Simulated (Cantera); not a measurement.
Cantera run:

```python
import numpy as np
import cantera as ct

gas_names = [...]  # 87 gases of nasa_gas.yaml made of C, H, Si
cond_names = """
    C(gr) C6H6(L) C7H8(L) C8H18(L),n-octa Si(cr) Si(L) SiC(b)
""".split()


# ... load() reads the species with a 1 bar reference pressure and builds the phases ...
atoms = {
    'SiC': {'Si': 1, 'C': 1},
    'H2': {'H': 2},
}
top_T = {'C(gr)': 4500, 'SiC(b)': 3050}  # K; cautious upper limits of use, not melting points


# ... equilibrate(T, P, feed) seeds the gas with the atoms and calls Mixture.equilibrate('TP', solver="vcs", rtol=1e-11, max_steps=5000) ...
results = []
feed = {'SiC': 1, 'H2': 0.082}  # mol
P = 18  # Pa
for T in [1700, 1750, 1800, 1850, 1900, 1950, 2000, 2050]:
    mix = equilibrate(T, P, feed)
    results.append((T, P, feed, dict(zip(mix.species_names, mix.species_moles))))

top = {s: max(r[3][s] / sum(r[3][g] for g in gas_names) for r in results) for s in gas_names}
cols = sorted((s for s in top if top[s] > 0.001), key=lambda s: -top[s])[:5]
seen = [c for c in cond_names if any(r[3].get(c, 0) > 1e-12 for r in results)]
print("log10 of partial pressures in bar; condensed amounts in mol")
print(f"{'T/K':>10s}" + "".join(f"{s[:9]:>10s}" for s in cols + seen))
for T, P, feed, n in results:
    ng = sum(n[g] for g in gas_names)
    print(f"{T:10.4g}" + "".join(f"{np.log10(max(n[s] / ng * P / 1e5, 1e-99)):10.3f}" for s in cols)
          + "".join(f"{n.get(c, 0):10.4g}" for c in seen))
```

It prints:

```
log10 of partial pressures in bar; condensed amounts in mol
       T/K        H2         H        Si      SiC2     C(gr)    SiC(b)
      1700    -3.750    -5.706    -7.862   -10.237         0         1
      1750    -3.752    -5.510    -7.496    -9.559         0         1
      1800    -3.757    -5.324    -7.116    -8.953 7.385e-06         1
      1850    -3.763    -5.150    -6.712    -8.425 4.901e-05    0.9999
      1900    -3.772    -4.986    -6.329    -7.926 0.0001605    0.9998
      1950    -3.785    -4.833    -5.967    -7.454 0.0004308    0.9994
      2000    -3.804    -4.691    -5.622    -7.005  0.001047    0.9987
      2050    -3.833    -4.561    -5.295    -6.579  0.002405    0.9971
```

Method: chemical equilibrium by Gibbs-energy minimisation in Cantera with the NASA 1993 tables (ideal gas, pure condensed phases).
